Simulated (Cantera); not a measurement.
Feed: 1 mol acetone, 0.015 mol NH₃, 7.8 mol H₂, equilibrated at 2773 K.

Cantera equilibrium calculation (NASA polynomials, part measured and part estimated; ideal gas, pure solids and liquids). Candidate condensed phases: C, C₆H₆, C₇H₈, C₈H₁₈, H₂O; 136 gas species. The feed counts by its element totals alone. The ideal-gas law is rough above about 30 bar. Kinetics and transport are ignored.

x: gas mole fraction; n: condensed amount in mol.

| P (Pa) | x H | x H₂ | x CO | x C₂H₂ (acetylene) | x C₃ | x C | n C(graphite) |
|---|---|---|---|---|---|---|---|
| 10 | 0.898 | 0.0146 | 0.0429 | 8.27e-5 | 0.0181 | 0.0211 | [?] |
| 100 | 0.799 | 0.116 | 0.0481 | 0.00352 | 0.0226 | 0.00489 | [?] |
| 1000 | 0.487 | 0.430 | 0.0636 | 0.0131 | 0.00226 | 0.000489 | 1.38 |
| 10000 | 0.197 | 0.703 | 0.0761 | 0.0214 | 0.000226 | 4.89e-5 | 1.38 |
| 100000 | 0.0675 | 0.824 | 0.0817 | 0.0251 | 2.26e-5 | 4.89e-6 | 1.35 |
| 1000000 | 0.0219 | 0.865 | 0.0837 | 0.0263 | 2.26e-6 | 4.89e-7 | 1.32 |
| 10000000 | 0.00693 | 0.870 | 0.0849 | 0.0265 | 2.26e-7 | 4.89e-8 | [?] |

Q: Some entries are withheld; supply them.

A: 
- 10, n C(graphite): 0
- 100, n C(graphite): 0.0895
- 10000000, n C(graphite): 1.22
